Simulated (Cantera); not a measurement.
Input: 1 mol acetone, 0.51 mol NH3, a varied amount of H2, held at 2450 K and 11.0 Pa.

Cantera equilibrium calculation (NASA polynomials, part measured and part estimated; ideal gas, pure solids and liquids). Candidate condensed phases: C, C6H6, C7H8, C8H18, H2O; 136 gas species. The feed counts by its element totals alone. Equilibrium is a limit: real reactors are often held back by kinetics, nucleation or transport.

Task: At 53 mol H2, list the 6 most abundant gas species with their mole fractions, and the condensed phases.

Result: H 0.805, H2 0.177, CO 0.0102, C3 0.00204, N2 0.00185, C2H2 (acetylene) 0.00154. Condensed: C(graphite).
